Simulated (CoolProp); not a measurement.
Values from CoolProp's reference Helmholtz-energy equation of state, Lemmon 2006. It is a short technical equation, of lower accuracy than the large ones.

Q: For nitrous oxide, give the phase and the density (kg/m³), cp (kJ/(kg K)), cv (kJ/(kg K)), speed of sound (m/s) at 205.2 K and 10.9 MPa.

A: 
- 205.2 K and 10.9 MPa: liquid; density 1190, cp 1.71, cv 0.940, speed of sound 1060
